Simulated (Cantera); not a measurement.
## PbO + N2 (iron carbonyl, mercury and lead vapours)

Feed: 1 mol PbO, 5.3 mol N2, at 1 atm.

Equilibrium computed with Cantera from the NASA thermochemical tables; the gas is ideal and each condensed phase is pure. Candidate condensed phases: Pb, PbO, PbO2, Pb3O4; 12 gas species. Gases not in the tables: (PbO)n polymers. The numbers say what is thermodynamically allowed, not how fast it happens.

```tsv
T (°C)	log p N2	log p PbO	log p Pb	log p O2	log p NO	log p O	log p Pb2	n PbO(l)
1025	0.01	-3.36	-4.12	-4.46	-5.24	-9.00	-9.68	0.997
1050	0.01	-3.18	-3.94	-4.27	-5.08	-8.71	-9.35	0.996
1075	0.01	-3.00	-3.76	-4.09	-4.92	-8.43	-9.04	0.994
1100	0.00	-2.83	-3.58	-3.91	-4.77	-8.17	-8.74	0.991
1125	0.00	-2.66	-3.42	-3.75	-4.62	-7.91	-8.45	0.987
1150	0.00	-2.51	-3.26	-3.58	-4.48	-7.66	-8.17	0.981
1175	0.00	-2.35	-3.10	-3.43	-4.35	-7.42	-7.90	0.973
1200	0.00	-2.21	-2.95	-3.28	-4.22	-7.19	-7.64	0.961
1225	0.00	-2.07	-2.81	-3.13	-4.09	-6.97	-7.38	0.946
1250	0.00	-1.93	-2.67	-2.99	-3.97	-6.76	-7.14	0.926
1275	0.00	-1.80	-2.54	-2.86	-3.85	-6.55	-6.91	0.899
1300	-0.01	-1.67	-2.41	-2.73	-3.74	-6.35	-6.68	0.864
1325	-0.01	-1.55	-2.28	-2.60	-3.63	-6.15	-6.46	0.818
1350	-0.02	-1.43	-2.16	-2.48	-3.53	-5.96	-6.25	0.758
```
log p: log10 of the partial pressure in bar; n: condensed amount in mol.

From 1025 °C to 1350 °C the condensed part is PbO(l). The share of Pb in condensed phases is highest at 1025 °C (99.7 %) and lowest at 1350 °C (75.8 %).
